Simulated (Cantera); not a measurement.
## C2F6 + H2 (fluorocarbon and chlorocarbon gases)

A closed system holds: 1 mol C2F6, 3.4 mol H2, held at 1000 Pa.

Cantera equilibrium calculation (NASA polynomials, part measured and part estimated; ideal gas, pure solids and liquids). Candidate condensed phases: C, C6H6, C7H8, C8H18; 95 gas species. The feed counts by its element totals alone. Equilibrium is a limit: real reactors are often held back by kinetics, nucleation or transport.

| T (K) | x HF | x H | x H2 | x F | x C3 | x CF | n C(graphite) |
|---|---|---|---|---|---|---|---|
| 2048 | 0.935 | 0.00546 | 0.0596 | 4.27e-5 | 8.79e-9 | 2.50e-7 | 2.00 |
| 2148 | 0.933 | 0.00996 | 0.0572 | 0.000117 | 8.21e-8 | 1.07e-6 | 2.00 |
| 2248 | 0.929 | 0.0170 | 0.0534 | 0.000298 | 6.25e-7 | 4.08e-6 | 2.00 |
| 2348 | 0.924 | 0.0271 | 0.0482 | 0.000713 | 3.99e-6 | 1.41e-5 | 2.00 |
| 2448 | 0.916 | 0.0405 | 0.0414 | 0.00163 | 2.17e-5 | 4.52e-5 | 1.99 |
| 2548 | 0.905 | 0.0567 | 0.0336 | 0.00361 | 0.000103 | 0.000136 | 1.99 |
| 2648 | 0.890 | 0.0749 | 0.0259 | 0.00773 | 0.000435 | 0.000387 | 1.98 |
| 2748 | 0.866 | 0.0946 | 0.0194 | 0.0159 | 0.00164 | 0.00103 | 1.94 |
| 2848 | 0.827 | 0.117 | 0.0146 | 0.0306 | 0.00564 | 0.00253 | 1.83 |
| 2948 | 0.761 | 0.144 | 0.0115 | 0.0537 | 0.0177 | 0.00556 | 1.48 |
x: gas mole fraction; n: condensed amount in mol.

From 2048 K to 2948 K the condensed part is C(graphite). The main C-bearing gas is C2H2 (acetylene) at 2048 K and C3 at 2948 K. The share of C in condensed phases is highest at 2048 K (100.0 %) and lowest at 2948 K (74.0 %).
